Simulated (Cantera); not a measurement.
A Cantera script and what it prints.

```python
import numpy as np
import cantera as ct

gas_names = """
    HBr H OH
""".split()
cond_names = """
    BaO2H2(s) BaO2H2(L) BaBr2(s) BaBr2(L)
""".split()


# ... load() reads the species with a 1 bar reference pressure and builds the phases ...
species = {s.name: s for s in load("nasa_gas.yaml", gas_names) + load("nasa_condensed.yaml", cond_names)}
# Each term lists the table entries of one substance; the one whose range holds T is used.
reactions = {
    '2 HBr(g) + Ba(OH)2 = 2 H(g) + BaBr2 + 2 OH(g)':
        [(-2, ['HBr']), (-1, ['BaO2H2(s)', 'BaO2H2(L)']), (2, ['H']), (1, ['BaBr2(s)', 'BaBr2(L)']), (2, ['OH'])],
}


def pick(names, T):
    return next(species[n] for n in names if species[n].thermo.min_temp <= T <= species[n].thermo.max_temp)


results = []
for label, terms in reactions.items():
    print(label)
    print("     T/K   dH/kJ  dS/(J/K)   dG/kJ   log10 K")
    for T in [1648, 1698, 1748, 1798, 1848, 1898, 1948]:
        used = [(nu, pick(names, T)) for nu, names in terms]
        dH = sum(nu * s.thermo.h(T) for nu, s in used) / 1e6
        dS = sum(nu * s.thermo.s(T) for nu, s in used) / 1e3
        dG = dH - T * dS / 1e3
        logK = -dG * 1e6 / (ct.gas_constant * T * np.log(10))
        results.append((label, T, dH, dS, dG, logK, [s.name for _, s in used]))
        print(f"{T:8g} {dH:8.1f} {dS:8.1f} {dG:8.1f} {logK:8.2f}")
```

Output:

```
2 HBr(g) + Ba(OH)2 = 2 H(g) + BaBr2 + 2 OH(g)
     T/K   dH/kJ  dS/(J/K)   dG/kJ   log10 K
    1648    789.4    245.2    385.3   -12.21
    1698    789.5    245.2    373.1   -11.48
    1748    789.6    245.3    360.8   -10.78
    1798    789.7    245.4    348.5   -10.13
    1848    789.8    245.4    336.3    -9.50
    1898    789.9    245.5    324.0    -8.92
    1948    790.1    245.6    311.7    -8.36
```

Source: NASA polynomial tables (part measured, part estimated), evaluated in Cantera. Condensed species are held in their standard states even where they would react or evaporate.
